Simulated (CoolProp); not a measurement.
The fluid at 457.42 K and 1.24 MPa (gas) is heated at constant pressure to 498.3 K. The same conditions are run with several fluids, on thermodynamics alone (safety and materials aside).

Computed with CoolProp (reference Helmholtz-energy equation of state of each fluid (R152A: Outcalt 1996; carbon dioxide: Span 1996; dimethyl ether: Wu 2011; normal hydrogen: Leachman 2009)).

| fluid | heat (kJ/kg) | final density (kg/m³) |
|---|---|---|
| R152A | … | 20.6 |
| carbon dioxide | … | 13.3 |
| dimethyl ether | 82.7 | … |
| normal hydrogen | 593 | 0.600 |

Q: Some entries are withheld; supply them.

A: 
- R152A, heat (kJ/kg): 60.2
- carbon dioxide, heat (kJ/kg): 41.6
- dimethyl ether, final density (kg/m³): 14.4
